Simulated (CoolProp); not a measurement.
Computed with CoolProp (reference Helmholtz-energy equation of state, Thol 2015).

Problem. For octamethylcyclotetrasiloxane (D4), give the phase and the density (kg/m³), cp (kJ/(kg K)), cv (kJ/(kg K)), expansivity (1/kK) at 567.7 K and 8020 kPa; 585.2 K and 8020 kPa.

Solution. 
- 567.7 K and 8020 kPa: liquid; density 661, cp 2.20, cv 1.96, expansivity 1.87
- 585.2 K and 8020 kPa: liquid; density 639, cp 2.23, cv 1.99, expansivity 1.97
